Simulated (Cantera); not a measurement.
Source: NASA polynomial tables (part measured, part estimated), evaluated in Cantera. Values are per mole of reaction as written; species without (g) are pure solids or liquids, kept so even where they would boil at 1 bar.

**Question.** Between 1573 and 2073 K, where is each reaction favourable under standard conditions?
- 3 V2O5 → 3 V2O4 + O3(g)

**Answer.** 
- 3 V2O5 → 3 V2O4 + O3(g): ΔG° is 308 kJ at 1573 K and 251 kJ at 2073 K; it stays positive (K < 1). ΔH° is 704 kJ and ΔS° 219 J/K at 2073 K.
